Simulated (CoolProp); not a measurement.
R1224YDZ at 440.01 K and 2.64 MPa is throttled through a valve to 1.82 MPa with no heat exchange. Each further row changes one setting.

Model: reference Helmholtz-energy equation of state, Akasaka 2023, in CoolProp.

| case | temperature change (K) | final density (kg/m³) |
|---|---|---|
| as stated | -10.3 | 97.0 |
| outlet pressure 0.546 MPa | -25.0 | 25.2 |
| outlet pressure 2.37 MPa | -3.5 | 135 |
